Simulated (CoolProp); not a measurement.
Vapour pressure (MPa) of R1132(E): the reference equation beside estimates from Tc = 348.8 K, pc = 5.174 MPa, ω = 0.245.

Computed with CoolProp (reference Helmholtz-energy equation of state, Akasaka 2024).

```json
[
 {"T (K)": "271.8", "reference": "0.7826", "Lee-Kesler": "0.7847", "Redlich-Kwong": "1.052"},
 {"T (K)": "274.3", "reference": "0.8459", "Lee-Kesler": "0.8482", "Redlich-Kwong": "1.125"},
 {"T (K)": "276.9", "reference": "0.9156", "Lee-Kesler": "0.9181", "Redlich-Kwong": "1.204"},
 {"T (K)": "279.5", "reference": "0.9896", "Lee-Kesler": "0.9921", "Redlich-Kwong": "1.287"},
 {"T (K)": "282.1", "reference": "1.068", "Lee-Kesler": "1.070", "Redlich-Kwong": "1.374"},
 {"T (K)": "284.6", "reference": "1.148", "Lee-Kesler": "1.150", "Redlich-Kwong": "1.461"},
 {"T (K)": "287.2", "reference": "1.235", "Lee-Kesler": "1.237", "Redlich-Kwong": "1.556"},
 {"T (K)": "289.8", "reference": "1.327", "Lee-Kesler": "1.329", "Redlich-Kwong": "1.655"},
 {"T (K)": "292.3", "reference": "1.420", "Lee-Kesler": "1.422", "Redlich-Kwong": "1.754"},
 {"T (K)": "294.9", "reference": "1.522", "Lee-Kesler": "1.524", "Redlich-Kwong": "1.861"},
 {"T (K)": "297.5", "reference": "1.630", "Lee-Kesler": "1.631", "Redlich-Kwong": "1.972"},
 {"T (K)": "300", "reference": "1.738", "Lee-Kesler": "1.740", "Redlich-Kwong": "2.084"},
 {"T (K)": "302.6", "reference": "1.857", "Lee-Kesler": "1.858", "Redlich-Kwong": "2.204"},
 {"T (K)": "305.2", "reference": "1.981", "Lee-Kesler": "1.981", "Redlich-Kwong": "2.329"}
]
```

Absolute difference from the reference over all 14 rows, mean and median: Lee-Kesler 0.2 and 0.2 %, Redlich-Kwong 25.6 and 25.4 %.
